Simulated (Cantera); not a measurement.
Ignition delay

Mixture: 38.6 % H₂, 12.0 % O₂, 45.1 % N₂, 4.24 % H₂O, equivalence ratio 1.6, at 7500 Torr, adiabatic and at constant pressure. Ignition delay is the time to a rise of 400 K.

Computed with Cantera and GRI-Mech 3.0 (53 species, 325 reactions). The hydrogen kinetics of GRI-Mech 3.0 are dated; newer H2 mechanisms differ, most at raised pressure. Below about 950 K walls govern HO2 and H2O2 in real vessels.

```json
[
 {"T0 (K)": "873", "delay (ms)": "196"},
 {"T0 (K)": "948", "delay (ms)": "26.4"},
 {"T0 (K)": "1023", "delay (ms)": "4.68"},
 {"T0 (K)": "1098", "delay (ms)": "0.978"},
 {"T0 (K)": "1173", "delay (ms)": "0.212"},
 {"T0 (K)": "1248", "delay (ms)": "0.0393"}
]
```

```json
{
 "apparent activation energy between 1098 and 1248 K": "240 kJ/mol"
}
```
